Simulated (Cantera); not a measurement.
Feed: 1 mol SiH4, 0.74 mol N2O, 15 mol H2, equilibrated at 0.0100 bar.

Equilibrium computed with Cantera from the NASA thermochemical tables; the gas is ideal and each condensed phase is pure. Candidate condensed phases: H2O, Si, SiO2, Si2N2O, Si3N4; 35 gas species. Mutual solubility and eutectic melting of coexisting phases are not modelled. The tables hold silica as quartz up to 1696 K and as liquid above; real silica turns to tridymite and cristobalite and melts near 1996 K. Gases not in the tables: Si2H6 and higher silanes. Kinetics and transport are ignored.

Problem. Which condensed phases are stable at each of these points (T (K)): 1073, 1173, 1273, 1373, 1473, 1573, 1673, 1773?

Solution. 
| T (K) | condensed phases | Si condensed (%) |
|---|---|---|
| 1073 | SiO2(β-quartz) + Si2N2O(s) | 100.0 |
| 1173 | SiO2(β-quartz) + Si2N2O(s) | 100.0 |
| 1273 | SiO2(β-quartz) + Si2N2O(s) | 100.0 |
| 1373 | SiO2(β-quartz) + Si2N2O(s) | 99.8 |
| 1473 | SiO2(β-quartz) + Si2N2O(s) | 96.8 |
| 1573 | SiO2(β-quartz) + Si2N2O(s) | 59.6 |
| 1673 | Si2N2O(s) | 51.9 |
| 1773 | Si(l) | 25.5 |

From 1073 K to 1573 K the condensed part is SiO2(β-quartz) + Si2N2O(s). At 1673 K the condensed part is Si2N2O(s). At 1773 K the condensed part is Si(l).
